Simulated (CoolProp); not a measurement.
Propylene along the isotherm 258.25 °C: density (kg/m³) from the reference equation and from simpler models built on Tc = 91.1 °C, pc = 4.555 MPa, ω = 0.146; each cubic takes its own stable root.

Values from CoolProp's reference Helmholtz-energy equation of state, Lemmon 2013.

| p (MPa) | phase | reference |
|---|---|---|
| 4.55 | gas | 47.72 |
| 9.11 | supercritical | 104.2 |
| 13.7 | supercritical | 165.2 |
| 18.2 | supercritical | 219.3 |
| 22.8 | supercritical | 263.6 |
| 27.3 | supercritical | 297.3 |
| 31.9 | supercritical | 324.6 |
| 36.4 | supercritical | 346.4 |
| 41 | supercritical | 365.0 |
| 45.5 | supercritical | 380.6 |

**Question.** How far does each simpler model (ideal gas, van der Waals, Redlich-Kwong, Peng-Robinson) lie from the reference over these 10 states: mean and median of the absolute difference, and the worst?

**Answer.** 
- ideal gas: mean 12.5 %, median 13.2 %, worst -21.0 % at 258.25 °C and 13.7 MPa
- van der Waals: mean 8.0 %, median 8.1 %, worst -14.2 % at 258.25 °C and 45.5 MPa
- Redlich-Kwong: mean 0.7 %, median 0.3 %, worst +2.2 % at 258.25 °C and 9.11 MPa
- Peng-Robinson: mean 1.7 %, median 1.1 %, worst +4.7 % at 258.25 °C and 45.5 MPa
